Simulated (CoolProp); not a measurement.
A single-stage vapour-compression cycle with the fluid: evaporating at 295.15 K (dew point), condensing at 355.15 K (bubble point), superheat 0 K, subcooling 5 K, compressor efficiency 0.65, no pressure losses. The same conditions are run with several fluids, on thermodynamics alone (safety and materials aside).

Model: reference Helmholtz-energy equation of state of each fluid (isobutane: Bücker 2006; R11: Jacobsen 1992; carbonyl sulfide: Lemmon 2006; R1224YDZ: Akasaka 2023; n-pentane: Thol 2019; c-C4F8 (RC318): Platzer 1990), in CoolProp. The equations of Platzer and Polt are older, rougher fits.

| fluid | cooling COP | pressure ratio | discharge temperature (K) | refrigerating effect (kJ/kg) | volumetric capacity (kJ/m³) |
|---|---|---|---|---|---|
| isobutane | 2.21 | 4.36 | 359.0 | 188 | 1580 |
| R11 | ? | 5.76 | ? | ? | 729 |
| carbonyl sulfide | 2.23 | 3.56 | 416.8 | 165 | 5680 |
| R1224YDZ | 2.35 | ? | 358.9 | ? | 846 |
| n-pentane | 2.46 | 6.34 | 355.3 | 234 | 434 |
| c-C4F8 (RC318) | 1.67 | 4.95 | 355.1 | 40.3 | 1030 |

Some entries are withheld; supply them.


- R11, cooling COP: 2.66
- R11, discharge temperature (K): 384.2
- R11, refrigerating effect (kJ/kg): 132
- R1224YDZ, pressure ratio: 5.82
- R1224YDZ, refrigerating effect (kJ/kg): 99.4

The compression ends wet for: c-C4F8 (RC318).
